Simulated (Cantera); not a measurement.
An isothermal, constant-pressure homogeneous reactor starts with 0.147 % CO, 7.99 % O2, 0.0276 % H2O, 91.8 % N2, at 1425 K and 0.110 bar.

Detailed kinetics in Cantera: GRI-Mech 3.0 (53 species, 325 reactions).

**Question.** Predict: x(CO) at 20.0 s; x(O2) at 20.0 s; x(H2O) at 20.0 s; x(CO2) at 20.0 s; x(NO2) at 20.0 s; x(NO) at 20.0 s; x(H2) at 20.0 s.

**Answer.** 
```
Item                                                 Result
----------------  -----------------------------------------
x(CO) at 20.0 s     2.58e-8 (gas-phase equilibrium 2.38e-8)
x(O2) at 20.0 s       0.0792 (gas-phase equilibrium 0.0789)
x(H2O) at 20.0 s  0.000274 (gas-phase equilibrium 0.000274)
x(CO2) at 20.0 s    0.00147 (gas-phase equilibrium 0.00147)
x(NO2) at 20.0 s    1.72e-9 (gas-phase equilibrium 7.64e-7)
x(NO) at 20.0 s    1.26e-6 (gas-phase equilibrium 0.000553)
x(H2) at 20.0 s     2.09e-9 (gas-phase equilibrium 1.95e-9)
```
